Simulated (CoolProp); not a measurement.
Saturated liquid density (kg/m³) of R1234ze(E): the reference equation beside estimates from Tc = 109.4 °C, pc = 3635 kPa, ω = 0.313.

Values from CoolProp's reference Helmholtz-energy equation of state, Thol 2016.

| T (°C) | reference | Redlich-Kwong | Soave-Redlich-Kwong | Peng-Robinson |
|---|---|---|---|---|
| 2.25 | 1234 | ? | ? | 1259 |
| 5.15 | 1225 | 1046 | 1102 | 1249 |
| 7.95 | ? | 1037 | 1094 | 1239 |
| 10.75 | 1208 | 1028 | 1085 | ? |
| 13.55 | ? | 1018 | 1076 | 1219 |
| 16.35 | 1191 | 1009 | 1066 | 1209 |
| 19.15 | 1182 | ? | 1057 | 1199 |
| 22.05 | 1173 | 989.0 | 1047 | 1187 |
| 24.85 | 1164 | 979.0 | 1037 | 1176 |
| 27.65 | 1154 | 968.8 | 1027 | 1165 |
| 30.45 | 1145 | 958.3 | 1016 | 1153 |
| 33.25 | 1135 | 947.7 | 1006 | 1141 |
| 36.15 | 1125 | 936.5 | ? | 1129 |
| 38.95 | 1115 | 925.4 | 983.1 | 1116 |

Problem. Some entries are withheld; supply them.

Solution. 
- 2.25, Redlich-Kwong: 1055
- 2.25, Soave-Redlich-Kwong: 1111
- 7.95, reference: 1217
- 10.75, Peng-Robinson: 1230
- 13.55, reference: 1200
- 19.15, Redlich-Kwong: 999.2
- 36.15, Soave-Redlich-Kwong: 994.3

Absolute difference from the reference over all 14 rows, mean and median: Redlich-Kwong 15.6 and 15.6 %, Soave-Redlich-Kwong 10.7 and 10.7 %, Peng-Robinson 1.2 and 1.3 %.
